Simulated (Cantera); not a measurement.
Feed: 1 mol CH₃F, 0.011 mol F₂, equilibrated at 2000 °C and 96.0 Pa.

Equilibrium computed with Cantera from the NASA thermochemical tables; the gas is ideal and each condensed phase is pure. Candidate condensed phases: C, C₆H₆, C₇H₈, C₈H₁₈; 95 gas species. Equilibrium is a limit: real reactors are often held back by kinetics, nucleation or transport.

Q: What is the equilibrium state?

A: 
```
Item                    Result
-------------------  ---------
x(HF)                    0.466
x(H₂)                    0.368
x(H)                     0.165
x(C₂H₂ (acetylene))    0.00139
x(F)                  0.000228
x(C₂H)                 2.62e-5
x(C₃)                  1.05e-5
x(C)                   5.60e-6
x(CF)                  3.43e-6
n(C(graphite))       0.994 mol
gas amount           2.192 mol
```
